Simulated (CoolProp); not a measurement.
A single-stage vapour-compression cycle with hydrogen chloride: evaporating at 253.15 K (dew point), condensing at 294.15 K (bubble point), superheat 8 K, subcooling 2 K, compressor efficiency 0.6, no pressure losses. Each further row changes one setting.

Values from CoolProp's reference Helmholtz-energy equation of state, Thol 2018.

```
case                              cooling COP  pressure ratio  discharge temperature (K)  refrigerating effect (kJ/kg)  volumetric capacity (kJ/m³)
--------------------------------  -----------  --------------  -------------------------  ----------------------------  ---------------------------
as stated                                2.71            2.93                      393.6                           285                         8330
evaporating temperature 258.15 K         3.22            2.52                      377.6                           285                         9670
condensing temperature 289.15 K          3.22            2.61                      376.6                           296                         8660
subcooling 7 K                           2.82            2.93                      393.6                           296                         8670
superheat 18 K                           2.65            2.93                      412.9                           296                         8150
compressor efficiency 0.5                2.26            2.93                      415.3                           285                         8330
```
